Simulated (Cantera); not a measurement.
Source: NASA polynomial tables (part measured, part estimated), evaluated in Cantera. Values are per mole of reaction as written; species without (g) are pure solids or liquids, kept so even where they would boil at 1 bar. TaC: taken at fixed stoichiometry.

Ta₂O₅ + 2 CO(g) → 2 TaC + 7 O(g), with ΔH° = 3723.1 kJ and ΔS° = 673.9 J/K at 300 K.

Problem. How far is the shortcut ΔG° ≈ ΔH°(300 K) − T·ΔS°(300 K) from the full temperature-dependent value at 2023, 2123, 2223, 2323, 2423, 2523, 2623, 2723, 2823, 2923 K?

Solution. 
```tsv
T (K)	shortcut (kJ)	full (kJ)	difference (kJ)	difference in log10 K	condensed phases
2023	2359.9	2328.3	31.5	-0.81	Ta₂O₅(s), TaC(s)
2123	2292.5	2263.0	29.4	-0.72	Ta₂O₅(l), TaC(s)
2223	2225.1	2200.0	25.1	-0.59	Ta₂O₅(l), TaC(s)
2323	2157.7	2137.2	20.5	-0.46	Ta₂O₅(l), TaC(s)
2423	2090.3	2074.5	15.8	-0.34	Ta₂O₅(l), TaC(s)
2523	2022.9	2012.1	10.8	-0.22	Ta₂O₅(l), TaC(s)
2623	1955.5	1949.8	5.7	-0.11	Ta₂O₅(l), TaC(s)
2723	1888.1	1887.7	0.4	-0.01	Ta₂O₅(l), TaC(s)
2823	1820.7	1825.8	-5.0	0.09	Ta₂O₅(l), TaC(s)
2923	1753.4	1764.0	-10.6	0.19	Ta₂O₅(l), TaC(s)
```
The shortcut ignores heat capacities and the phase changes listed.
